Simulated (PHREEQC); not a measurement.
A made-up water analysis in mg/L, 25 °C, pH 2.06, pe 10.7:

```csv
constituent,mg/L
Na,95.5
K,16.9
Ca,60.5
Mg,30.1
Cl,125
S(6) as SO4,1170
Cu(2),6.62
Mn(2),13.4
Al,0.0351
Cd,8.94
```

Valence states are taken as typed.

The numbers come from PHREEQC with the ion-association model, phreeqc.dat.

This is a speciation only: nothing precipitates in the calculation.

### Question
Predict the ionic strength.

### Answer
ionic strength 0.0300 mol/kgw.

### Question
In which forms is Cu present?

### Answer
Cu+2 70 %, CuSO4 30 % of the Cu.
